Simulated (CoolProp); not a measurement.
Model: reference Helmholtz-energy equation of state, Lemmon 2006, in CoolProp. It is a short technical equation, of lower accuracy than the large ones.

Task: Give the vapour pressure (bar), vapour density (kg/m³), liquid cp (kJ/(kg K)), surface tension (mN/m) of saturated carbon monoxide at 105.5 K.

Result: 
```
T (K)  p (bar)  vapour density (kg/m³)  liquid cp (kJ/(kg K))  surface tension (mN/m)
-----  -------  ----------------------  ---------------------  ----------------------
105.5     8.00                    31.1                   2.42                    4.63
```

Surface tension comes from a separate correlation (Mulero 2012).
